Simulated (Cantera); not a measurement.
# PbO + H2 + N2 (iron carbonyl, mercury and lead vapours)

Input: 1 mol PbO, 0.071 mol H2, 4.9 mol N2, held at 502 °C and 17.0 mbar.

These are equilibrium values from Cantera (NASA tables, ideal gas, pure condensed phases), not measurements of a reactor. Candidate condensed phases: H2O, Pb, PbO, PbO2, Pb3O4; 27 gas species. Equilibrium is a limit: real reactors are often held back by kinetics, nucleation or transport.

| Property | Result |
|---|---|
| x(N2) | 0.986 |
| x(H2O) | 0.0143 |
| x(Pb) | 1.46e-6 |
| n(Pb(l)) | 0.0710 mol |
| n(PbO(yellow)) | 0.929 mol |
| gas amount | 4.971 mol |
| log10 activity of Pb3O4(s) (absent) | -10.04 |
| log10 activity of PbO2(s) (absent) | -10.87 |
